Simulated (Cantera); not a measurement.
An adiabatic, constant-pressure homogeneous reactor starts with CO : H2 : O2 : N2 = 1 : 0.18 : 0.776 : 2.92 (molar parts), equivalence ratio 0.76, at 1350 K and 1.10 bar. Integrator tolerance rtol = 1e-08.

Cantera simulation using GRI-Mech 3.0 (53 species, 325 reactions); the numbers are that mechanism's predictions, not measurements.

| quantity | before | after |
|---|---|---|
| time of steepest temperature rise | 41.1 µs | 0.127 ms |
| temperature at 0.200 s | 2652 K | 2571 K |
| equilibrium temperature | 2652 K | 2571 K |
| x(CO) at 0.200 s | 0.0539 (gas-phase equilibrium 0.0539) | 0.0410 (gas-phase equilibrium 0.0410) |
| x(H2) at 0.200 s | 0.00159 (gas-phase equilibrium 0.00159) | 0.00122 (gas-phase equilibrium 0.00122) |
| x(O2) at 0.200 s | 0.0574 (gas-phase equilibrium 0.0574) | 0.0535 (gas-phase equilibrium 0.0535) |
| x(NO2) at 0.200 s | 5.90e-6 (gas-phase equilibrium 5.90e-6) | 5.25e-6 (gas-phase equilibrium 5.25e-6) |
| x(NO) at 0.200 s | 0.0141 (gas-phase equilibrium 0.0141) | 0.0120 (gas-phase equilibrium 0.0120) |

Q: Name the change that produced these shifts.
(A) CO 1 to 0.57 parts
(B) initial temperature 1350 to 1050 K
(C) initial temperature 1350 to 1125 K
(D) constant volume in place of constant pressure

A: C, initial temperature 1350 to 1125 K
